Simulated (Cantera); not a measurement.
A closed system holds: 1 mol Si, 0.78 mol Cl2, 35 mol H2, at 510 Torr.

These are equilibrium values from Cantera (NASA tables, ideal gas, pure condensed phases), not measurements of a reactor. Candidate condensed phases: Si; 19 gas species. The tables' values for SiCl3 are old estimates; treat these amounts as uncertain. Equilibrium is a limit: real reactors are often held back by kinetics, nucleation or transport. All values below are at 800 °C.

Base state: H2 0.979, HCl 0.0106, SiHCl3 0.00474, SiCl4 0.00419, SiH2Cl2 0.000625, SiCl3 0.000242, SiCl2 0.000224, SiH3Cl 2.17e-5 (mole fractions); condensed: Si(s).

### Question
What changes in the equilibrium state with this change: pressure from 510 Torr to 100 Torr?

### Answer
| species | before | after |
|---|---|---|
| H2 | 0.979 | 0.976 |
| HCl | 0.0106 | 0.0158 |
| SiCl4 | 0.00419 | 0.00407 |
| SiHCl3 | 0.00474 | 0.00308 |
| SiH3Cl | 2.17e-5 | 6.31e-6 |
| SiH2Cl2 | 0.000625 | 0.000272 |
| Si(s), mol | 0.644 | 0.706 |
